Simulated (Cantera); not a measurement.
Hydrogen reduction and annealing atmospheres: Cu2O + H2 + H2O

Feed: 1 mol Cu2O, 5.2 mol H2, 8.3 mol H2O, equilibrated at 2175 K and 100000 Pa.

Cantera equilibrium calculation (NASA polynomials, part measured and part estimated; ideal gas, pure solids and liquids). Candidate condensed phases: Cu, CuO, Cu(OH)2, Cu2O, H2O; 12 gas species. The numbers say what is thermodynamically allowed, not how fast it happens.

The x(H2O) comes out as 0.674, the x(H2) comes out as 0.304 and the x(Cu) is 0.0191. The x(H) is 0.00269 and the x(OH) comes out as 0.000801. The x(Cu2) is 0.000136, the x(O) is 4.98e-6 and the x(O2) comes out as 4.67e-6. The x(CuO) comes out as 3.78e-6, the n(Cu(l)) is 1.73 mol and the gas amount is 13.79 mol.
